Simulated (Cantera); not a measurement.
# Premixed flame

A freely propagating, adiabatic, planar premixed flame of C3H8 : O2 : N2 = 1 : 6.17 : 23.2 (molar parts), unburnt at 400 K and 5.60 bar; multicomponent+Soret transport, grid criteria slope 0.08 and curve 0.16, no radiation.

Model: GRI-Mech 3.0 (53 species, 325 reactions), integrated in Cantera. GRI-Mech 3.0 was tuned for natural gas; its chemistry of propane as a main component is partial and can be far from experiment. Burning velocities carry a grid error of a few per cent, more on coarse grids.

| z (mm) | T (K) | u (m/s) | x C3H8 | x O2 | x C2H | x N2O | x CO2 | x HCO |
|---|---|---|---|---|---|---|---|---|
| -0.293 | 400 | 0.359 | 0.0329 | 0.203 | <1e-8 | <1e-8 | 8.86e-7 | <1e-8 |
| -0.196 | 403 | 0.362 | 0.0329 | 0.203 | <1e-8 | <1e-8 | 1.90e-5 | <1e-8 |
| -0.147 | 413 | 0.371 | 0.0330 | 0.202 | <1e-8 | <1e-8 | 0.000102 | <1e-8 |
| -0.0978 | 482 | 0.434 | 0.0332 | 0.196 | <1e-8 | 1.12e-8 | 0.000984 | <1e-8 |
| -0.0489 | 869 | 0.798 | 0.0256 | 0.159 | <1e-8 | 1.11e-7 | 0.00946 | 8.54e-8 |
| -0.0244 | 1259 | 1.18 | 0.0107 | 0.119 | <1e-8 | 2.56e-7 | 0.0216 | 4.16e-6 |
| 0 | 1656 | 1.57 | 0.000345 | 0.0759 | 2.91e-7 | 5.07e-7 | 0.0403 | 2.66e-5 |
| 0.0244 | 1842 | 1.74 | 1.44e-7 | 0.0548 | 1.48e-7 | 8.48e-7 | 0.0592 | 3.68e-6 |
| 0.0489 | 1927 | 1.81 | <1e-8 | 0.0472 | <1e-8 | 1.09e-6 | 0.0716 | 1.82e-7 |
| 0.0978 | 2021 | 1.89 | <1e-8 | 0.0415 | <1e-8 | 1.28e-6 | 0.0830 | 1.49e-8 |
| 0.196 | 2095 | 1.95 | <1e-8 | 0.0380 | <1e-8 | 1.31e-6 | 0.0900 | <1e-8 |
| 0.391 | 2137 | 1.98 | <1e-8 | 0.0364 | <1e-8 | 1.01e-6 | 0.0935 | <1e-8 |
| 0.782 | 2153 | 2.00 | <1e-8 | 0.0358 | <1e-8 | 6.53e-7 | 0.0949 | <1e-8 |
x: mole fraction of selected species; z is measured from the peak of heat release.

```
Item                         Result
------------------------  ---------
laminar burning velocity  35.9 cm/s
thermal thickness         0.0978 mm
peak x(C2H)                 4.13e-7
peak x(HCO)                 2.70e-5
grid points                     139
```
